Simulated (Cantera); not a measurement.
A closed system holds: 1 mol Si₃N₄, 0.052 mol CO₂, 6.2 mol H₂, equilibrated at 10.0 Torr.

Equilibrium computed with Cantera from the NASA thermochemical tables; the gas is ideal and each condensed phase is pure. Candidate condensed phases: C, C₆H₆, C₇H₈, C₈H₁₈, H₂O, Si, SiC, SiO₂, Si₂N₂O, Si₃N₄; 151 gas species. Mutual solubility and eutectic melting of coexisting phases are not modelled. The tables' values for SiN are old estimates; treat these amounts as uncertain. Gases not in the tables: Si₂H₆ and higher silanes. The numbers say what is thermodynamically allowed, not how fast it happens.

log p: log10 of the partial pressure in bar; n: condensed amount in mol.

```json
[
 {"T (°C)": "725", "log p H₂": "-1.88", "log p N₂": "-4.13", "log p SiO": "<-13", "log p H": "-9.61", "log p CO": "-11.20", "n C(graphite)": "0.0440", "n Si₂N₂O(s)": "0.104", "n Si₃N₄(s)": "0.931", "n SiC(s)": "0", "n Si(s)": "0", "n Si(l)": "0"},
 {"T (°C)": "800", "log p H₂": "-1.88", "log p N₂": "-4.13", "log p SiO": "<-13", "log p H": "-8.79", "log p CO": "-9.98", "n C(graphite)": "0.0482", "n Si₂N₂O(s)": "0.104", "n Si₃N₄(s)": "0.931", "n SiC(s)": "0", "n Si(s)": "0", "n Si(l)": "0"},
 {"T (°C)": "875", "log p H₂": "-1.88", "log p N₂": "-3.90", "log p SiO": "-12.41", "log p H": "-8.08", "log p CO": "-8.86", "n C(graphite)": "0.0138", "n Si₂N₂O(s)": "0.104", "n Si₃N₄(s)": "0.919", "n SiC(s)": "0.0362", "n Si(s)": "0", "n Si(l)": "0"},
 {"T (°C)": "950", "log p H₂": "-1.88", "log p N₂": "-3.83", "log p SiO": "-10.80", "log p H": "-7.46", "log p CO": "-8.36", "n C(graphite)": "0", "n Si₂N₂O(s)": "0.104", "n Si₃N₄(s)": "0.913", "n SiC(s)": "0.0516", "n Si(s)": "0", "n Si(l)": "0"},
 {"T (°C)": "1025", "log p H₂": "-1.88", "log p N₂": "-3.83", "log p SiO": "(withheld)", "log p H": "(withheld)", "log p CO": "(withheld)", "n C(graphite)": "0", "n Si₂N₂O(s)": "0.104", "n Si₃N₄(s)": "0.913", "n SiC(s)": "0.0519", "n Si(s)": "0", "n Si(l)": "0"},
 {"T (°C)": "1100", "log p H₂": "-1.88", "log p N₂": "-3.83", "log p SiO": "-8.09", "log p H": "-6.42", "log p CO": "-7.63", "n C(graphite)": "0", "n Si₂N₂O(s)": "0.104", "n Si₃N₄(s)": "0.913", "n SiC(s)": "0.0520", "n Si(s)": "0", "n Si(l)": "0"},
 {"T (°C)": "1175", "log p H₂": "-1.88", "log p N₂": "-3.83", "log p SiO": "(withheld)", "log p H": "(withheld)", "log p CO": "(withheld)", "n C(graphite)": "0", "n Si₂N₂O(s)": "0.104", "n Si₃N₄(s)": "0.913", "n SiC(s)": "0.0520", "n Si(s)": "0", "n Si(l)": "0"},
 {"T (°C)": "1250", "log p H₂": "-1.88", "log p N₂": "-3.83", "log p SiO": "-5.92", "log p H": "-5.58", "log p CO": "-7.05", "n C(graphite)": "0", "n Si₂N₂O(s)": "0.103", "n Si₃N₄(s)": "0.914", "n SiC(s)": "0.0519", "n Si(s)": "0", "n Si(l)": "0"},
 {"T (°C)": "1325", "log p H₂": "-1.89", "log p N₂": "-3.54", "log p SiO": "-5.09", "log p H": "-5.22", "log p CO": "-6.52", "n C(graphite)": "0", "n Si₂N₂O(s)": "0.100", "n Si₃N₄(s)": "0.881", "n SiC(s)": "0.0518", "n Si(s)": "0.100", "n Si(l)": "0"},
 {"T (°C)": "1400", "log p H₂": "-1.91", "log p N₂": "-3.00", "log p SiO": "-4.43", "log p H": "-4.90", "log p CO": "-5.75", "n C(graphite)": "0", "n Si₂N₂O(s)": "0.0844", "n Si₃N₄(s)": "0.707", "n SiC(s)": "0.0510", "n Si(s)": "0.641", "n Si(l)": "0"},
 {"T (°C)": "1475", "log p H₂": "-2.00", "log p N₂": "-2.49", "log p SiO": "-3.81", "log p H": "-4.64", "log p CO": "-4.94", "n C(graphite)": "0", "n Si₂N₂O(s)": "0", "n Si₃N₄(s)": "0", "n SiC(s)": "0.0444", "n Si(s)": "0", "n Si(l)": "2.86"},
 {"T (°C)": "1550", "log p H₂": "-2.00", "log p N₂": "-2.49", "log p SiO": "-3.83", "log p H": "-4.37", "log p CO": "-4.75", "n C(graphite)": "0", "n Si₂N₂O(s)": "0", "n Si₃N₄(s)": "0", "n SiC(s)": "0.0401", "n Si(s)": "0", "n Si(l)": "2.86"},
 {"T (°C)": "1625", "log p H₂": "-2.01", "log p N₂": "-2.50", "log p SiO": "-3.85", "log p H": "-4.11", "log p CO": "-4.58", "n C(graphite)": "0", "n Si₂N₂O(s)": "0", "n Si₃N₄(s)": "0", "n SiC(s)": "0.0342", "n Si(s)": "0", "n Si(l)": "2.87"},
 {"T (°C)": "1700", "log p H₂": "-2.01", "log p N₂": "-2.50", "log p SiO": "-3.89", "log p H": "-3.87", "log p CO": "-4.44", "n C(graphite)": "0", "n Si₂N₂O(s)": "0", "n Si₃N₄(s)": "0", "n SiC(s)": "0.0263", "n Si(s)": "0", "n Si(l)": "2.87"}
]
```

Task: Some entries are withheld; supply them.

Result: 
- 1175, log p SiO: -6.95
- 1175, log p H: -5.98
- 1175, log p CO: -7.33
- 1025, log p SiO: -9.37
- 1025, log p H: -6.91
- 1025, log p CO: -7.97
